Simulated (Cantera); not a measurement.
An isothermal, constant-pressure homogeneous reactor starts with C₂H₆ : N₂ = 1 : 75 (molar parts), at 1200 K and 1.43 Torr.

Cantera simulation using GRI-Mech 3.0 (53 species, 325 reactions); the numbers are that mechanism's predictions, not measurements. GRI-Mech 3.0 stops at C3 and has no aromatics, soot or wall deposition, so with more carbon than oxygen in the feed, carbon stays in small species such as C2H2 where larger ones or solid carbon would form. Radical loss at walls, strong at low pressure, is not modelled.

x: mole fraction; the columns are a selection and need not sum to one.

```
t (s)       x C₂H₆     x CH₂     x CH₄      x H₂       x H
--------  --------  --------  --------  --------  --------
1.00e-6     0.0132    <1e-12    <1e-12    <1e-12    <1e-12
2.96e-6     0.0132    <1e-12    <1e-12    <1e-12    <1e-12
8.77e-6     0.0132    <1e-12    <1e-12    <1e-12    <1e-12
2.60e-5     0.0132    <1e-12  1.30e-12    <1e-12  1.44e-12
7.70e-5     0.0132    <1e-12  1.14e-11    <1e-12  4.31e-12
0.000228    0.0132    <1e-12  9.98e-11  1.34e-12  1.45e-11
0.000675    0.0132    <1e-12  8.73e-10  1.86e-11  8.89e-11
0.00200     0.0132    <1e-12   7.64e-9  5.84e-10   1.15e-9
0.00592     0.0132  7.59e-12   6.67e-8   2.31e-8   1.48e-8
0.0175      0.0131  1.70e-10         ?         ?         ?
0.0520      0.0131   3.00e-9   4.79e-6   1.96e-5   1.25e-6
0.154       0.0128   2.45e-8   3.92e-5  0.000292   4.56e-6
0.456            ?         ?         ?         ?         ?
1.35       0.00504   8.52e-8   0.00156   0.00689   1.35e-5
4.00      0.000382   1.94e-8   0.00298    0.0129   1.16e-5
```

Q: Some entries are withheld; supply them.

A: 
- 0.0175, x CH₄: 5.74e-7
- 0.0175, x H₂: 7.43e-7
- 0.0175, x H: 1.52e-7
- 0.456, x C₂H₆: 0.0108
- 0.456, x CH₂: 7.48e-8
- 0.456, x CH₄: 0.000311
- 0.456, x H₂: 0.00190
- 0.456, x H: 8.74e-6
